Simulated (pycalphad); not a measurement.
Source of the numbers: pycalphad with the COST 507 light-alloy database (1999); pressure 1 atm. These are 1990s assessments: newer ones move some temperatures and phases. Amounts are mole fractions of atoms.

Give the equilibrium state of Si-10.28Sn (wt.%) at 950 K.


```
T = 950.00 K, P = 101325 Pa, N = 1 mol of atoms
G = -29096 J/mol, H = 15903 J/mol, S = 47.37 J/(mol K)  (SER reference)
chemical potentials (J/mol): Si -28049, Sn -67699
phase             fraction      x(Si)      x(Sn)
DIAMOND_A4          0.9735     1.0000    4.4e-07
LIQUID              0.0265     0.0021     0.9979
```

Give the equilibrium state of Si-10.28Sn (wt.%) at 500 K.

DIAMOND_A4, fraction 0.974, with <0.01 Sn wt.%; BCT_A5, fraction 0.026, with 100 Sn wt.%.

DIAMOND_A4 is diamond (Si); BCT_A5 is bct (Sn).
